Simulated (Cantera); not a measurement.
Transport properties of process gases

Gas mixture: N2O = 0.8 (molar parts), at 10.0 bar, frozen composition.

Cantera's kinetic-theory transport with the Lennard-Jones parameters of GRI-Mech 3.0, ideal gas; thermal conductivity in the multicomponent form. The composition is frozen, though it would react at the higher temperatures.

```tsv
T (K)	ρ (kg/m³)	cp (J/kg/K)	μ (µPa s)	λ (mW/m/K)	Pr	D (cm²/s) O	D (cm²/s) NH3	D (cm²/s) CO2
400	13.2	970.3	19.5	25.3	0.746	0.0425	0.0286	0.0195
550	9.62	1073	25.5	36.7	0.745	0.0742	0.0527	0.0351
700	7.56	1150	30.8	47.7	0.743	0.112	0.0826	0.0540
850	6.23	1210	35.6	58.1	0.741	0.156	0.117	0.0760
1000	5.29	1255	40.0	67.9	0.740	0.205	0.157	0.101
1150	4.60	1285	44.1	76.8	0.738	0.259	0.201	0.128
```
D: mixture-averaged diffusion coefficient of that species in the mixture.
